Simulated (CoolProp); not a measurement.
The numbers come from the reference Helmholtz-energy equation of state, Tillner-Roth 1997 in CoolProp.

**Question.** For CH2F2 (R32), give the phase and the density (kg/m³), cv (kJ/(kg K)), speed of sound (m/s), Joule-Thomson coefficient (K/MPa) at 344.7 K and 15.1 MPa; 233.4 K and 3.26 MPa.

**Answer.** 
- 344.7 K and 15.1 MPa: liquid; density 858, cv 0.992, speed of sound 484, Joule-Thomson coefficient 0.409
- 233.4 K and 3.26 MPa: liquid; density 1190, cv 0.937, speed of sound 927, Joule-Thomson coefficient -0.236
